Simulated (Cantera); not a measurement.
## Equilibrium for roasting and sulfation: FeS + SO2 + H2O + H2S

Input: 1 mol FeS, 0.16 mol SO2, a varied amount of H2O, 0.053 mol H2S, held at 1048.15 K and 35.3 Torr.

Equilibrium computed with Cantera from the NASA thermochemical tables; the gas is ideal and each condensed phase is pure. Candidate condensed phases: Fe, FeO, Fe(OH)2, Fe(OH)3, FeS, FeSO4, FeS2, Fe2O3, Fe2(SO4)3, Fe3O4, H2O, H2SO4, S; 22 gas species. Mutual solubility and eutectic melting of coexisting phases are not modelled. FeS: taken at fixed stoichiometry. Gases not in the tables: S3 to S7. Equilibrium is a limit: real reactors are often held back by kinetics, nucleation or transport.

From 0.36 mol H2O to 1.8 mol H2O the condensed part is FeS(s). From 2.4 mol H2O to 4.1 mol H2O the condensed part is FeS(s) + Fe3O4(s).

```
n(H2O) (mol)  x H2O   x SO2     x S2   x H2S     x H2  n FeS(s)  n Fe3O4(s)
------------  -----  ------  -------  ------  -------  --------  ----------
0.36          0.678   0.243   0.0479  0.0236  0.00602      1.00           0
0.48          0.729   0.204   0.0370  0.0228  0.00661      1.00           0
0.62          0.770   0.172   0.0286  0.0216  0.00713      1.00           0
0.82          0.810   0.141   0.0209  0.0198  0.00765      1.00           0
1.1           0.846   0.114   0.0145  0.0176  0.00814      1.00           0
1.4           0.871  0.0941   0.0105  0.0156  0.00849      1.00           0
1.8           0.893  0.0770  0.00725  0.0134  0.00878      1.00           0
2.4           0.911  0.0596  0.00590  0.0133  0.00967     0.990     0.00342
3.2           0.925  0.0461  0.00480  0.0132   0.0106     0.976     0.00796
4.1           0.934  0.0370  0.00402  0.0130   0.0114     0.961      0.0130
```
x: gas mole fraction; n: condensed amount in mol.
